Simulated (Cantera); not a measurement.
Input: 1 mol Si2Cl6, 0.86 mol HCl, 5 mol N2, at 800 K and 0.0100 bar.

Cantera equilibrium calculation (NASA polynomials, part measured and part estimated; ideal gas, pure solids and liquids). Candidate condensed phases: NH4Cl, Si, Si3N4; 28 gas species. The feed counts by its element totals alone. N2 is the only nitrogen source here; it is nearly inert below about 1500 K, so the nitride shown seldom forms there in practice. The numbers say what is thermodynamically allowed, not how fast it happens.

Base state: N2 0.669, SiCl4 0.219, HCl 0.101, H2 0.0107, SiHCl3 2.09e-5 (mole fractions); condensed: Si3N4(s).

Question: What changes in the equilibrium state with this change: HCl from 0.86 to 0.23 mol?

Answer: 
```csv
species,before,after
N2,0.669,0.730
SiCl4,0.219,0.235
HCl,0.101,0.0337
H2,0.0107,0.00111
SiHCl3,2.09e-5,7.01e-6
"Si3N4(s), mol",0.154,0.165
```

Question: What changes in the equilibrium state with this change: temperature from 800 K to 950 K?

Answer: 
```csv
species,before,after
N2,0.669,0.668
SiCl4,0.219,0.218
HCl,0.101,0.107
H2,0.0107,0.00790
SiCl3,1.40e-6,7.35e-5
SiHCl3,2.09e-5,7.39e-5
"Si3N4(s), mol",0.154,0.157
```
The tables' values for SiCl3 are old estimates; treat these amounts as uncertain.
